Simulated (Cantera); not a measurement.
Charge: 1 mol Al, 0.96 mol HCl, 11 mol N2, 7.5 mol O2, held at 4.43 Torr.

Equilibrium computed with Cantera from the NASA thermochemical tables; the gas is ideal and each condensed phase is pure. Candidate condensed phases: Al, AlCl3, AlN, Al2O3, H2O, NH4Cl; 45 gas species. Kinetics and transport are ignored.

**Question.** At 802 °C, list the 6 most abundant gas species with their mole fractions, and the condensed phases.

**Answer.** N2 0.589, O2 0.359, HCl 0.0426, H2O 0.00438, Cl2 0.00393, Cl 0.000901. Condensed: Al2O3(s).
